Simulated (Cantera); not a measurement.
An adiabatic, constant-volume homogeneous reactor starts with CH4 : H2 : O2 : N2 = 1 : 0.27 : 1.42 : 5.35 (molar parts), equivalence ratio 1.5, at 1675 K and 5.33 atm.

Cantera simulation using GRI-Mech 3.0 (53 species, 325 reactions); the numbers are that mechanism's predictions, not measurements. Above 3000 K some thermodynamic fits are extrapolated.

One state of this run: T (K) = 3128; P (bar) = 11.1; x CH4 = 1.44e-11; x H2 = 0.0797; x O2 = 0.00170; x CH3 = 5.41e-11; x CO = 0.0897. x: mole fraction; the columns are a selection and need not sum to one.

Which value of t (s) does it belong to?
A. 2.00e-5
B. 6.32e-6
C. 2.00e-6
D. 0.0200

D, 0.0200
